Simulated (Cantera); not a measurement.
Feed: 1 mol SiH₄, 0.028 mol C₂H₄, 730 mol H₂, equilibrated at 1025 K and 133 Pa.

These are equilibrium values from Cantera (NASA tables, ideal gas, pure condensed phases), not measurements of a reactor. Candidate condensed phases: C, C₆H₆, C₇H₈, C₈H₁₈, Si, SiC; 87 gas species. Mutual solubility and eutectic melting of coexisting phases are not modelled. Rates play no part.

Base state: H₂ 1.00 (mole fractions); condensed: Si(s) + SiC(s).

Question: What changes in the equilibrium state with this change: temperature from 1025 K to 2223 K?

Answer: 
```
species            before    after
----------------  -------  -------
H₂                   1.00    0.838
H                 1.19e-7    0.161
Si                  <1e-9  0.00123
C₂H₂ (acetylene)    <1e-9  3.28e-5
SiH                 <1e-9  1.75e-5
Si(s), mol          0.944        0
SiC(s), mol        0.0560        0
```
